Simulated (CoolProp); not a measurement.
Properties of R134a along the isotherm 261.7 K.

Model: reference Helmholtz-energy equation of state, Tillner-Roth 1994, in CoolProp.

| p (MPa) | phase | cp (kJ/(kg K)) | expansivity (1/kK) | viscosity (µPa s) | Prandtl number |
|---|---|---|---|---|---|
| 0.0321 | gas | 0.7771 | 3.976 | 10.4 | 0.775 |
| 0.0518 | gas | ? | 4.076 | 10.4 | 0.780 |
| 0.0838 | gas | 0.7955 | 4.251 | 10.4 | 0.789 |
| 0.135 | gas | 0.8178 | 4.571 | ? | 0.806 |
| 0.219 | liquid | 1.312 | ? | 310 | 4.18 |
| 0.353 | liquid | 1.311 | 2.380 | 310 | 4.18 |
| 0.571 | liquid | 1.311 | 2.371 | 311 | 4.19 |
| 0.922 | liquid | 1.309 | 2.357 | 312 | 4.19 |
| 1.49 | liquid | 1.307 | 2.335 | 315 | 4.20 |
| 2.41 | liquid | 1.303 | 2.300 | 318 | 4.21 |
| 3.89 | liquid | 1.298 | 2.247 | 324 | 4.24 |
| 6.28 | liquid | 1.290 | 2.170 | ? | 4.28 |
| 10.1 | liquid | 1.280 | 2.063 | ? | ? |

Fill in the missing entries.


- 0.0518, cp (kJ/(kg K)): 0.7838
- 0.135, viscosity (µPa s): 10.3
- 0.219, expansivity (1/kK): 2.386
- 6.28, viscosity (µPa s): 333
- 10.1, viscosity (µPa s): 348
- 10.1, Prandtl number: 4.35

Viscosity comes from a separate model (Huber 2003), an estimate that may be off by 10 % or more. Thermal conductivity comes from a separate model (McLinden 2000), an estimate that may be off by 10 % or more.
